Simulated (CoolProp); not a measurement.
R11 at several states: density (kg/m³) from the reference equation and from simpler models built on Tc = 471.1 K, pc = 4.408 MPa, ω = 0.189; each cubic takes its own stable root.

The numbers come from the reference Helmholtz-energy equation of state, Jacobsen 1992 in CoolProp.

```csv
T (K),p (MPa),phase,reference
168.7,0.0998,liquid,1757
440.3,3.91,liquid,1037
251.6,2.12,liquid,1586
194.5,4.48,liquid,1708
```

Task: How far does each simpler model (van der Waals, Redlich-Kwong, Soave-Redlich-Kwong, Peng-Robinson) lie from the reference over these 4 states: mean and median of the absolute difference, and the worst?

Result: 
- van der Waals: mean 37.1 %, median 37.1 %, worst -38.1 % at 168.7 K and 0.0998 MPa
- Redlich-Kwong: mean 9.3 %, median 7.4 %, worst -15.4 % at 440.3 K and 3.91 MPa
- Soave-Redlich-Kwong: mean 8.1 %, median 7.0 %, worst -12.6 % at 440.3 K and 3.91 MPa
- Peng-Robinson: mean 4.1 %, median 4.2 %, worst +6.4 % at 251.6 K and 2.12 MPa
